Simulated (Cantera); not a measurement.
Adiabatic ignition

An adiabatic, constant-volume homogeneous reactor starts with 8.23 % CH₃OH, 19.3 % O₂, 72.5 % N₂, equivalence ratio 0.64, at 1225 K and 2900000 Pa.

Detailed kinetics in Cantera: GRI-Mech 3.0 (53 species, 325 reactions). GRI-Mech 3.0 was tuned for natural gas; its chemistry of methanol as a main component is partial and can be far from experiment. The pressure lies above the range GRI-Mech 3.0 was tuned for (to about 10 atm).

```tsv
t (s)	T (K)	P (bar)	x CH₃OH	x O₂	x C₂H₆	x H₂O	x CO₂
3.00e-6	1225	29.0	0.0823	0.193	2.72e-12	1.85e-7	1.38e-8
1.15e-5	1225	29.0	0.0823	0.193	2.07e-11	7.16e-7	5.28e-8
4.38e-5	1225	29.0	0.0823	0.193	8.85e-11	2.95e-6	2.02e-7
0.000168	1225	29.0	0.0823	0.193	3.07e-10	2.70e-5	7.78e-7
0.000641	2768	68.7	<1e-12	0.0613	<1e-12	0.151	0.0738
0.00245	2752	68.3	<1e-12	0.0576	<1e-12	0.151	0.0739
0.00936	2752	68.3	<1e-12	0.0576	<1e-12	0.151	0.0739
0.0358	2752	68.3	<1e-12	0.0576	<1e-12	0.151	0.0739
0.137	2752	68.3	<1e-12	0.0576	<1e-12	0.151	0.0739
0.523	2752	68.3	<1e-12	0.0576	<1e-12	0.151	0.0739
2.00	2752	68.3	<1e-12	0.0576	<1e-12	0.151	0.0739
```
x: mole fraction; the columns are a selection and need not sum to one.

```json
{
 "time_of_steepest_temperature_rise": "0.518 ms",
 "temperature at 2.00 s": "2752 K",
 "equilibrium_temperature": "2752 K",
 "x(CH₃OH) at 2.00 s": "<1e-12 (gas-phase equilibrium <1e-12)",
 "x(O₂) at 2.00 s": "0.0576 (gas-phase equilibrium 0.0576)",
 "x(C₂H₆) at 2.00 s": "<1e-12 (gas-phase equilibrium <1e-12)"
}
```
